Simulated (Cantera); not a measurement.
**Hydrocarbon pyrolysis for carbon deposition**

An isothermal, constant-pressure homogeneous reactor starts with C₂H₆ : N₂ = 1 : 170 (molar parts), at 1748 K and 0.0267 bar.

Detailed kinetics in Cantera: GRI-Mech 3.0 (53 species, 325 reactions). GRI-Mech 3.0 stops at C3 and has no aromatics, soot or wall deposition, so with more carbon than oxygen in the feed, carbon stays in small species such as C2H2 where larger ones or solid carbon would form. Radical loss at walls, strong at low pressure, is not modelled.

| t (s) | x C₂H₆ | x C₂H₂ | x C₂H₄ | x HCN | x CH₄ | x CH₂ | x H₂ |
|---|---|---|---|---|---|---|---|
| 1.00e-5 | 0.00574 | 7.35e-12 | 6.47e-8 | <1e-12 | 1.56e-7 | 1.98e-9 | 2.27e-8 |
| 3.23e-5 | 0.00550 | 4.07e-10 | 1.17e-6 | 1.30e-12 | 1.60e-6 | 6.68e-8 | 4.33e-7 |
| 0.000104 | 0.00477 | 5.05e-8 | 3.29e-5 | 7.04e-10 | 1.59e-5 | 1.98e-6 | 1.89e-5 |
| 0.000337 | 0.00258 | 3.91e-5 | 0.000839 | 1.13e-6 | 0.000134 | 2.37e-5 | 0.000730 |
| 0.00109 | 0.000117 | 0.00181 | 0.00218 | 2.21e-5 | 0.000565 | 3.41e-5 | 0.00520 |
| 0.00352 | 1.54e-6 | 0.00466 | 0.000559 | 5.10e-5 | 0.000548 | 1.11e-5 | 0.00942 |
| 0.0114 | 2.05e-7 | 0.00542 | 5.34e-5 | 6.58e-5 | 0.000359 | 3.47e-6 | 0.0107 |
| 0.0367 | 4.45e-8 | 0.00558 | 7.50e-6 | 7.56e-5 | 0.000234 | 1.21e-6 | 0.0110 |
| 0.119 | 1.05e-8 | 0.00564 | 1.77e-6 | 8.34e-5 | 0.000148 | 4.50e-7 | 0.0112 |
| 0.383 | 2.43e-9 | 0.00568 | 4.59e-7 | 9.08e-5 | 8.37e-5 | 1.84e-7 | 0.0114 |
| 1.24 | 4.25e-10 | 0.00571 | 1.29e-7 | 0.000100 | 3.56e-5 | 7.65e-8 | 0.0114 |
| 4.00 | 2.91e-11 | 0.00572 | 6.39e-8 | 0.000112 | 8.59e-6 | 2.22e-8 | 0.0115 |
x: mole fraction; the columns are a selection and need not sum to one.

Equilibrium at this temperature and pressure: C₂H₆ <1e-12, C₂H₂ 0.000341, C₂H₄ 3.51e-9, HCN 0.0109, CH₄ 5.20e-8, CH₂ 1.96e-10, H₂ 0.0115 (gas phase only).
